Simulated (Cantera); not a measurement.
**Adiabatic ignition**

An adiabatic, constant-volume homogeneous reactor starts with C2H4 : O2 : N2 : H2O = 1 : 2.73 : 10.3 : 0.5 (molar parts), equivalence ratio 1.1, at 1675 K and 0.247 atm.

Computed with Cantera and GRI-Mech 3.0 (53 species, 325 reactions). GRI-Mech 3.0 was tuned for natural gas; its chemistry of ethylene as a main component is partial and can be far from experiment.

```csv
t (s),T (K),P (bar),x C2H4,x O2,x H2O,x HCN,x H2
1.00e-6,1675,0.250,0.0688,0.188,0.0344,<1e-12,4.83e-6
3.53e-6,1675,0.250,0.0688,0.188,0.0344,<1e-12,1.71e-5
1.25e-5,1675,0.250,0.0688,0.188,0.0344,<1e-12,6.16e-5
4.40e-5,1688,0.253,0.0626,0.182,0.0359,1.18e-9,0.00260
0.000155,2825,0.465,<1e-12,0.0278,0.0994,4.38e-10,0.0275
0.000548,2866,0.470,<1e-12,0.0262,0.102,1.21e-9,0.0272
0.00193,2869,0.470,<1e-12,0.0240,0.102,2.52e-9,0.0275
0.00682,2868,0.470,<1e-12,0.0235,0.102,2.87e-9,0.0277
0.0241,2868,0.470,<1e-12,0.0235,0.102,2.87e-9,0.0277
0.0850,2868,0.470,<1e-12,0.0235,0.102,2.87e-9,0.0277
0.300,2868,0.470,<1e-12,0.0235,0.102,2.87e-9,0.0277
```
x: mole fraction; the columns are a selection and need not sum to one.

- time of steepest temperature rise = 62.6 µs
- temperature at 0.300 s = 2868 K
- equilibrium temperature = 2868 K
- x(C2H4) at 0.300 s = <1e-12 (gas-phase equilibrium <1e-12)
- x(O2) at 0.300 s = 0.0235 (gas-phase equilibrium 0.0235)
- x(H2O) at 0.300 s = 0.102 (gas-phase equilibrium 0.102)
